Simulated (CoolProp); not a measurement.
Values from CoolProp's reference Helmholtz-energy equation of state, Leachman 2009.

Q: For normal hydrogen, give the phase and the Joule-Thomson coefficient (K/MPa) at 297 K and 101 kPa.

A: 
- 297 K and 101 kPa: gas; Joule-Thomson coefficient -0.297
